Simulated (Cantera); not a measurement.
**Si₂H₆ + O₂ + H₂ (silicon oxide and oxynitride deposition)**

Feed: 1 mol Si₂H₆, 13 mol O₂, 16 mol H₂, held at 1975 K and 0.270 bar.

Equilibrium computed with Cantera from the NASA thermochemical tables; the gas is ideal and each condensed phase is pure. Candidate condensed phases: H₂O, Si, SiO₂; 18 gas species. The feed counts by its element totals alone. The tables hold silica as quartz up to 1696 K and as liquid above; real silica turns to tridymite and cristobalite and melts near 1996 K. Gases not in the tables: Si(OH)₄. Rates play no part.

```json
{
  "x(H₂O)": "0.920",
  "x(O₂)": "0.0722",
  "x(OH)": "0.00583",
  "x(H₂)": "0.00157",
  "x(O)": "0.000285",
  "x(H)": "0.000104",
  "x(HO₂)": "2.52e-6",
  "n(SiO₂(condensed))": "2.00 mol",
  "gas_amount": "20.55 mol",
  "log10 activity of Si(l) (absent)": "-12.98"
}
```
